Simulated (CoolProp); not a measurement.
Properties of nitrous oxide along the isotherm 500 K (Tc = 309.5 K, pc = 72.45 bar, ω = 0.161).

Values from CoolProp's reference Helmholtz-energy equation of state, Lemmon 2006. It is a short technical equation, of lower accuracy than the large ones.

```csv
p (bar),phase,cp (kJ/(kg K)),speed of sound (m/s),fugacity coefficient
12.9,gas,1.060,…,0.9891
25.9,gas,1.080,…,0.9784
38.8,gas,1.100,335.7,…
51.7,gas,1.120,…,0.9578
64.7,gas,1.142,334.0,0.9477
77.6,supercritical,…,333.5,0.9381
90.6,supercritical,1.187,333.2,0.9285
103,supercritical,1.209,333.2,0.9197
116,supercritical,…,333.5,0.9107
129,supercritical,1.256,334.1,0.9020
142,supercritical,…,335.0,0.8935
155,supercritical,1.304,336.2,0.8853
168,supercritical,1.327,337.9,0.8774
181,supercritical,…,339.9,0.8698
```

Fill in the missing entries.


- 12.9, speed of sound (m/s): 338.2
- 25.9, speed of sound (m/s): 336.8
- 38.8, fugacity coefficient: 0.9679
- 51.7, speed of sound (m/s): 334.8
- 77.6, cp (kJ/(kg K)): 1.164
- 116, cp (kJ/(kg K)): 1.233
- 142, cp (kJ/(kg K)): 1.280
- 181, cp (kJ/(kg K)): 1.349
